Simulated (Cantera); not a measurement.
Cantera run:

```python
import numpy as np
import cantera as ct

gas_names = """
    CuF2 F
""".split()
cond_names = """
    Cu(cr) Cu(L) CuF2(s) CuF2(L)
""".split()


def load(file, names, dense=False):
    # The tables refer to 1 bar. Condensed volumes are neglected.
    table = {s.name: s for s in ct.Species.list_from_file(file)}
    out = []
    for n in names:
        d = dict(table[n].input_data)
        d["thermo"] = dict(d["thermo"], **{"reference-pressure": 1e5})
        if dense:
            d["equation-of-state"] = {"model": "constant-volume", "density": "1e6 g/cm^3"}
        out.append(ct.Species.from_dict(d))
    return out


species = {s.name: s for s in load("nasa_gas.yaml", gas_names) + load("nasa_condensed.yaml", cond_names)}
# Each term lists the table entries of one substance; the one whose range holds T is used.
reactions = {
    'CuF2(g) = 2 F(g) + Cu':
        [(-1, ['CuF2']), (2, ['F']), (1, ['Cu(cr)', 'Cu(L)'])],
    'CuF2 = 2 F(g) + Cu':
        [(-1, ['CuF2(s)', 'CuF2(L)']), (2, ['F']), (1, ['Cu(cr)', 'Cu(L)'])],
}


def pick(names, T):
    return next(species[n] for n in names if species[n].thermo.min_temp <= T <= species[n].thermo.max_temp)


results = []
for label, terms in reactions.items():
    print(label)
    print("     T/K   dH/kJ  dS/(J/K)   dG/kJ   log10 K")
    for T in [1573, 1623, 1673, 1723, 1773, 1823, 1873, 1923]:
        used = [(nu, pick(names, T)) for nu, names in terms]
        dH = sum(nu * s.thermo.h(T) for nu, s in used) / 1e6
        dS = sum(nu * s.thermo.s(T) for nu, s in used) / 1e3
        dG = dH - T * dS / 1e3
        logK = -dG * 1e6 / (ct.gas_constant * T * np.log(10))
        results.append((label, T, dH, dS, dG, logK, [s.name for _, s in used]))
        print(f"{T:8g} {dH:8.1f} {dS:8.1f} {dG:8.1f} {logK:8.2f}")
```

Result:

```
CuF2(g) = 2 F(g) + Cu
     T/K   dH/kJ  dS/(J/K)   dG/kJ   log10 K
    1573    459.5    121.0    269.2    -8.94
    1623    460.3    121.5    263.1    -8.47
    1673    461.2    122.0    257.0    -8.02
    1723    462.0    122.5    250.9    -7.61
    1773    462.8    123.0    244.8    -7.21
    1823    463.6    123.4    238.6    -6.84
    1873    464.4    123.9    232.4    -6.48
    1923    465.2    124.3    226.2    -6.14
CuF2 = 2 F(g) + Cu
     T/K   dH/kJ  dS/(J/K)   dG/kJ   log10 K
    1573    633.4    211.2    301.2   -10.00
    1623    632.1    210.4    290.6    -9.35
    1673    630.8    209.6    280.1    -8.75
    1723    629.5    208.9    269.6    -8.17
    1773    628.2    208.1    259.2    -7.64
    1823    627.0    207.4    248.8    -7.13
    1873    625.7    206.7    238.5    -6.65
    1923    624.4    206.0    228.2    -6.20
```

Standard-state values (1 bar) from the NASA 1993 polynomials, evaluated with Cantera. Condensed species are held in their standard states even where they would react or evaporate.
